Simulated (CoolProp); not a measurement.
Oxygen along the isobar 2.91 MPa: Z from the reference equation and from simpler models built on Tc = 154.6 K, pc = 5.046 MPa, ω = 0.022; each cubic takes its own stable root.

Computed with CoolProp (reference Helmholtz-energy equation of state, Schmidt 1985). Above 300 K oxygen's equation is extrapolated.

```json
[
 {"T (K)": "109.4", "phase": "liquid", "reference": "0.09771", "van der Waals": "0.1414", "Peng-Robinson": "0.08745"},
 {"T (K)": "143.9", "phase": "gas", "reference": "0.6828", "van der Waals": "0.7361", "Peng-Robinson": "0.6649"},
 {"T (K)": "178.4", "phase": "gas", "reference": "0.8655", "van der Waals": "0.8669", "Peng-Robinson": "0.8463"},
 {"T (K)": "213", "phase": "gas", "reference": "0.9285", "van der Waals": "0.9211", "Peng-Robinson": "0.9144"},
 {"T (K)": "247.5", "phase": "gas", "reference": "0.9595", "van der Waals": "0.9498", "Peng-Robinson": "0.9490"},
 {"T (K)": "282", "phase": "gas", "reference": "0.9769", "van der Waals": "0.9670", "Peng-Robinson": "0.9689"},
 {"T (K)": "316.5", "phase": "gas", "reference": "0.9875", "van der Waals": "0.9780", "Peng-Robinson": "0.9812"},
 {"T (K)": "351", "phase": "gas", "reference": "0.9942", "van der Waals": "0.9854", "Peng-Robinson": "0.9891"},
 {"T (K)": "385.5", "phase": "gas", "reference": "0.9987", "van der Waals": "0.9906", "Peng-Robinson": "0.9944"},
 {"T (K)": "420", "phase": "gas", "reference": "1.002", "van der Waals": "0.9943", "Peng-Robinson": "0.9981"},
 {"T (K)": "454.5", "phase": "gas", "reference": "1.004", "van der Waals": "0.9970", "Peng-Robinson": "1.001"}
]
```
